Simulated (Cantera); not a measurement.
# Premixed flame

A freely propagating, adiabatic, planar premixed flame of 43.1 % H₂, 12.0 % O₂, 44.9 % N₂, equivalence ratio 1.8, unburnt at 300 K and 42000 Pa; multicomponent+Soret transport, grid criteria slope 0.08 and curve 0.16, no radiation.

Cantera simulation using the H2/O2 subset of GRI-Mech 3.0, which has no nitrogen chemistry; the numbers are that mechanism's predictions, not measurements. Burning velocities carry a grid error of a few per cent, more on coarse grids.

```csv
z (mm),T (K),u (m/s),x H₂,x O₂,x H₂O₂,x OH,x H₂O,x HO₂
-2.97,300,2.71,0.431,0.120,<1e-8,<1e-8,<1e-8,<1e-8
-1.98,300,2.71,0.431,0.120,<1e-8,<1e-8,<1e-8,<1e-8
-1.49,300,2.71,0.431,0.120,<1e-8,<1e-8,<1e-8,<1e-8
-0.991,300,2.71,0.431,0.120,<1e-8,<1e-8,5.88e-8,1.69e-8
-0.496,315,2.78,0.413,0.124,8.70e-6,1.20e-5,0.000261,7.26e-5
-0.248,612,5.18,0.371,0.118,7.87e-5,0.000937,0.0224,0.000151
0,1037,8.66,0.291,0.0840,2.69e-6,0.00131,0.0960,4.64e-5
0.248,1321,11.0,0.200,0.0287,7.78e-7,0.00320,0.199,1.42e-5
0.496,1452,12.1,0.168,0.00633,5.15e-7,0.00376,0.243,2.98e-6
0.991,1567,13.0,0.168,0.00135,3.69e-7,0.00429,0.254,5.96e-7
1.98,1685,13.8,0.177,0.000902,2.36e-7,0.00466,0.257,3.71e-7
3.97,1804,14.7,0.186,0.000578,1.26e-7,0.00457,0.260,2.32e-7
7.93,1908,15.4,0.194,0.000320,6.37e-8,0.00396,0.264,1.34e-7
```
x: mole fraction of selected species; z is measured from the peak of heat release.

The laminar burning velocity comes out as 271 cm/s and the thermal thickness comes out as 0.991 mm. The peak x(H₂O₂) is 9.41e-5 and the peak x(OH) comes out as 0.00469. The peak x(HO₂) is 0.000294 and the grid points is 131.
